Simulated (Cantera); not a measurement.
A closed system holds: 1 mol PbF2, 1.3 mol H2, at 1525 K and 7.50 Torr.

Cantera equilibrium calculation (NASA polynomials, part measured and part estimated; ideal gas, pure solids and liquids). Candidate condensed phases: Pb, PbF2; 16 gas species. The numbers say what is thermodynamically allowed, not how fast it happens.

Base state: HF 0.605, Pb 0.302, H2 0.0917, PbF 0.00140, PbF2 0.000102, H 7.17e-5, Pb2 1.43e-5 (mole fractions); condensed: gas only.

Task: What changes in the equilibrium state with this change: H2 from 1.3 to 20 mol?

Result: 
```csv
species,before,after
H2,0.0917,0.863
HF,0.605,0.0909
Pb,0.302,0.0454
PbF2,0.000102,3.68e-8
PbF,0.00140,1.03e-5
Pb2,1.43e-5,3.25e-7
H,7.17e-5,0.000220
```
